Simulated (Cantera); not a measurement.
What does this Cantera script print?

```python
import numpy as np
import cantera as ct

gas_names = [...]  # 113 gases of nasa_gas.yaml made of C, Cu, H, O
cond_names = """
    C(gr) C6H6(L) C7H8(L) C8H18(L),n-octa Cu(cr) Cu(L) CuO(s) CuO2H2(s) Cu2O(s) Cu2O(L) H2O(s) H2O(L)
""".split()


# ... load() reads the species with a 1 bar reference pressure and builds the phases ...
atoms = {
    'Cu2O': {'Cu': 2, 'O': 1},
    'CO': {'C': 1, 'O': 1},
    'H2': {'H': 2},
}
top_T = {'C(gr)': 4500, 'CuO(s)': 1390}  # K; cautious upper limits of use, not melting points


# ... equilibrate(T, P, feed) seeds the gas with the atoms and calls Mixture.equilibrate('TP', solver="vcs", rtol=1e-11, max_steps=5000) ...
results = []
feed = {'Cu2O': 1, 'CO': 19, 'H2': 1.5}  # mol
P = 133.322  # Pa
for T in [1250, 1350, 1450, 1550, 1650, 1750, 1850, 1950, 2050, 2150, 2250, 2350]:
    mix = equilibrate(T, P, feed)
    results.append((T, P, feed, dict(zip(mix.species_names, mix.species_moles))))
    x = sorted(zip(gas.X, gas.species_names), reverse=True)
    print(f"T = {T:g} K  P = {P:g} Pa  gas = {mix.phase_moles(0):.4g} mol")
    print("   x: " + "  ".join(f"{s} {v:.3e}" for v, s in x if v > 1e-05))
    print("   condensed (mol): " + ("  ".join(f"{mix.phase(i).name} {mix.phase_moles(i):.4g}"
          for i in range(1, mix.n_phases) if mix.phase_moles(i) > 1e-12) or "none"))
```

It prints:

```
T = 1250 K  P = 133.322 Pa  gas = 20.5 mol
   x: CO 8.833e-01  H2 6.793e-02  CO2 4.354e-02  H2O 5.240e-03  Cu 3.478e-05
   condensed (mol): Cu(cr) 1.999
T = 1350 K  P = 133.322 Pa  gas = 20.51 mol
   x: CO 8.840e-01  H2 6.683e-02  CO2 4.246e-02  H2O 6.307e-03  Cu 3.670e-04  H 1.687e-05
   condensed (mol): Cu(cr) 1.992
T = 1450 K  P = 133.322 Pa  gas = 20.55 mol
   x: CO 8.831e-01  H2 6.564e-02  CO2 4.134e-02  H2O 7.310e-03  Cu 2.580e-03  H 6.636e-05
   condensed (mol): Cu(L) 1.947
T = 1550 K  P = 133.322 Pa  gas = 20.79 mol
   x: CO 8.739e-01  H2 6.387e-02  CO2 3.993e-02  Cu 1.392e-02  H2O 8.163e-03  H 2.180e-04
   condensed (mol): Cu(L) 1.71
T = 1650 K  P = 133.322 Pa  gas = 21.84 mol
   x: CO 8.328e-01  Cu 6.091e-02  H2 5.980e-02  CO2 3.721e-02  H2O 8.582e-03  H 6.084e-04  Cu2 5.717e-05
   condensed (mol): Cu(L) 0.6673
T = 1750 K  P = 133.322 Pa  gas = 22.52 mol
   x: CO 8.085e-01  Cu 8.872e-02  H2 5.684e-02  CO2 3.539e-02  H2O 9.008e-03  H 1.519e-03  Cu2 5.391e-05  OH 1.411e-05
   condensed (mol): none
T = 1850 K  P = 133.322 Pa  gas = 22.54 mol
   x: CO 8.082e-01  Cu 8.868e-02  H2 5.525e-02  CO2 3.477e-02  H2O 9.547e-03  H 3.468e-03  OH 4.428e-05  Cu2 2.610e-05
   condensed (mol): none
T = 1950 K  P = 133.322 Pa  gas = 22.58 mol
   x: CO 8.071e-01  Cu 8.854e-02  H2 5.288e-02  CO2 3.427e-02  H2O 9.875e-03  H 7.219e-03  OH 1.224e-04  Cu2 1.356e-05  O 1.238e-05
   condensed (mol): none
T = 2050 K  P = 133.322 Pa  gas = 22.66 mol
   x: CO 8.046e-01  Cu 8.824e-02  H2 4.926e-02  CO2 3.387e-02  H 1.379e-02  H2O 9.882e-03  OH 3.023e-04  O 6.107e-05
   condensed (mol): none
T = 2150 K  P = 133.322 Pa  gas = 22.79 mol
   x: CO 8.002e-01  Cu 8.775e-02  H2 4.396e-02  CO2 3.349e-02  H 2.422e-02  H2O 9.410e-03  OH 6.694e-04  O 2.599e-04  O2 2.359e-05
   condensed (mol): none
T = 2250 K  P = 133.322 Pa  gas = 22.99 mol
   x: CO 7.938e-01  Cu 8.699e-02  H 3.902e-02  H2 3.681e-02  CO2 3.276e-02  H2O 8.273e-03  OH 1.318e-03  O 9.633e-04  O2 9.087e-05
   condensed (mol): none
T = 2350 K  P = 133.322 Pa  gas = 23.27 mol
   x: CO 7.857e-01  Cu 8.593e-02  H 5.742e-02  CO2 3.073e-02  H2 2.826e-02  H2O 6.367e-03  O 3.063e-03  OH 2.230e-03  O2 2.869e-04
   condensed (mol): none
```

Method: chemical equilibrium by Gibbs-energy minimisation in Cantera with the NASA 1993 tables (ideal gas, pure condensed phases).
